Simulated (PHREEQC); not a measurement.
Make-up at 20 °C and 300 atm: 100 mmol/kgw TMAH and 0.078 mmol/kgw Na2CO3. Closed to the air; pH follows from the charge balance.

Computed with PHREEQC (ion-association model, phreeqc.dat).

Q: The ionic strength comes out as 0.100 mol/kgw. What activity coefficients do CO3-2, Na+, OH- get?

A: CO3-2 0.39, Na+ 0.79, OH- 0.77.

This is a speciation only: nothing precipitates in the calculation. Under pressure, the constants of complexes without a molar volume in the database are unreliable. (CH3)4N+ isn't in the database: it is added as a free cation with an ion size of 4 Å.
